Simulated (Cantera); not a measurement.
Cantera run:

```python
import numpy as np
import cantera as ct

gas_names = [...]  # 114 gases of nasa_gas.yaml made of C, Fe, H, O
cond_names = """
    C(gr) C6H6(L) C7H8(L) C8H18(L),n-octa Fe(a) Fe(c) Fe(d) Fe(L) FeC5O5(L) FeO(s) FeO(L) Fe(OH)2(s)
    Fe(OH)3(s) Fe2O3(s) Fe3O4(s) H2O(s) H2O(L)
""".split()


# ... load() reads the species with a 1 bar reference pressure and builds the phases ...
atoms = {
    'Fe2O3': {'Fe': 2, 'O': 3},
    'CH4': {'C': 1, 'H': 4},
    'H2': {'H': 2},
}
top_T = {'C(gr)': 4500, 'Fe2O3(s)': 1830, 'Fe3O4(s)': 1870}  # K; cautious upper limits of use, not melting points


# ... equilibrate(T, P, feed) seeds the gas with the atoms and calls Mixture.equilibrate('TP', solver="vcs", rtol=1e-11, max_steps=5000) ...
results = []
T = 2350  # K
P = 700  # Pa
for m in [0.59, 0.77, 1, 1.3, 1.8, 2.3, 3.1, 4, 5.3]:
    feed = {'Fe2O3': 1, 'CH4': m, 'H2': 1.4}  # mol
    mix = equilibrate(T, P, feed)
    results.append((T, P, feed, dict(zip(mix.species_names, mix.species_moles))))
    x = sorted(zip(gas.X, gas.species_names), reverse=True)
    print(f"T = {T:g} K  P = {P:g} Pa  n(CH4) = {m:g} mol  gas = {mix.phase_moles(0):.4g} mol")
    print("   x: " + "  ".join(f"{s} {v:.3e}" for v, s in x if v > 0.0001))
    print("   condensed (mol): " + ("  ".join(f"{mix.phase(i).name} {mix.phase_moles(i):.4g}"
          for i in range(1, mix.n_phases) if mix.phase_moles(i) > 1e-12) or "none"))
```

Result:

```
T = 2350 K  P = 700 Pa  n(CH4) = 0.59 mol  gas = 5.177 mol
   x: H2O 3.177e-01  Fe 3.093e-01  H2 1.414e-01  CO 8.198e-02  H 5.605e-02  CO2 3.199e-02  FeO 2.822e-02  OH 2.171e-02  O 5.818e-03  O2 5.436e-03  Fe(OH)2 4.676e-04
   condensed (mol): FeO(L) 0.2502
T = 2350 K  P = 700 Pa  n(CH4) = 0.77 mol  gas = 5.991 mol
   x: Fe 3.110e-01  H2O 2.889e-01  H2 1.623e-01  CO 9.818e-02  H 6.005e-02  CO2 3.034e-02  FeO 2.247e-02  OH 1.843e-02  O 4.609e-03  O2 3.411e-03  Fe(OH)2 3.387e-04
   condensed (mol): none
T = 2350 K  P = 700 Pa  n(CH4) = 1 mol  gas = 6.707 mol
   x: Fe 2.854e-01  H2O 2.428e-01  H2 2.222e-01  CO 1.253e-01  H 7.027e-02  CO2 2.378e-02  OH 1.324e-02  FeO 1.266e-02  O 2.829e-03  O2 1.285e-03  Fe(OH)2 1.604e-04
   condensed (mol): none
T = 2350 K  P = 700 Pa  n(CH4) = 1.3 mol  gas = 7.658 mol
   x: H2 2.909e-01  Fe 2.545e-01  H2O 1.868e-01  CO 1.527e-01  H 8.040e-02  CO2 1.703e-02  OH 8.898e-03  FeO 6.633e-03  O 1.662e-03  O2 4.438e-04
   condensed (mol): none
T = 2350 K  P = 700 Pa  n(CH4) = 1.8 mol  gas = 9.255 mol
   x: H2 3.800e-01  Fe 2.135e-01  CO 1.850e-01  H2O 1.120e-01  H 9.189e-02  CO2 9.469e-03  OH 4.668e-03  FeO 2.555e-03  O 7.631e-04
   condensed (mol): none
T = 2350 K  P = 700 Pa  n(CH4) = 2.3 mol  gas = 10.86 mol
   x: H2 4.454e-01  CO 2.073e-01  Fe 1.833e-01  H 9.949e-02  H2O 5.644e-02  CO2 4.561e-03  OH 2.173e-03  FeO 9.428e-04  O 3.281e-04
   condensed (mol): none
T = 2350 K  P = 700 Pa  n(CH4) = 3.1 mol  gas = 13.31 mol
   x: H2 5.146e-01  CO 2.254e-01  Fe 1.502e-01  H 1.069e-01  C2H2,acetylene 2.839e-03
   condensed (mol): C(gr) 0.02291
T = 2350 K  P = 700 Pa  n(CH4) = 4 mol  gas = 15.25 mol
   x: H2 5.577e-01  CO 1.967e-01  Fe 1.312e-01  H 1.113e-01  C2H2,acetylene 3.077e-03
   condensed (mol): C(gr) 0.9044
T = 2350 K  P = 700 Pa  n(CH4) = 5.3 mol  gas = 18.05 mol
   x: H2 6.037e-01  CO 1.662e-01  H 1.158e-01  Fe 1.108e-01  C2H2,acetylene 3.331e-03
   condensed (mol): C(gr) 2.178
```

These are equilibrium values from Cantera (NASA tables, ideal gas, pure condensed phases), not measurements of a reactor. The tables' stoichiometric FeO is somewhat more stable than real wüstite, so its field is too wide. FeO: taken at fixed stoichiometry.
